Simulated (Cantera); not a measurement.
A closed system holds: 1 mol Al₂O₃, 7.9 mol Cl₂, 0.089 mol O₂, equilibrated at 750 Torr.

These are equilibrium values from Cantera (NASA tables, ideal gas, pure condensed phases), not measurements of a reactor. Candidate condensed phases: Al, AlCl₃, Al₂O₃; 17 gas species. Kinetics and transport are ignored.

Problem. What share of the Al ends up in condensed phases as a function of T (°C), at 1077, 1102, 1127, 1152, 1177, 1202, 1227, 1252, 1277, 1302, 1327, 1352, 1377, 1402?

Solution. 
```
T (°C)  Al condensed (%)        as
------  ----------------  --------
1077                99.5  Al₂O₃(s)
1102                99.3  Al₂O₃(s)
1127                99.0  Al₂O₃(s)
1152                98.6  Al₂O₃(s)
1177                98.1  Al₂O₃(s)
1202                97.5  Al₂O₃(s)
1227                96.8  Al₂O₃(s)
1252                95.9  Al₂O₃(s)
1277                94.9  Al₂O₃(s)
1302                93.7  Al₂O₃(s)
1327                92.4  Al₂O₃(s)
1352                90.9  Al₂O₃(s)
1377                89.2  Al₂O₃(s)
1402                87.4  Al₂O₃(s)
```
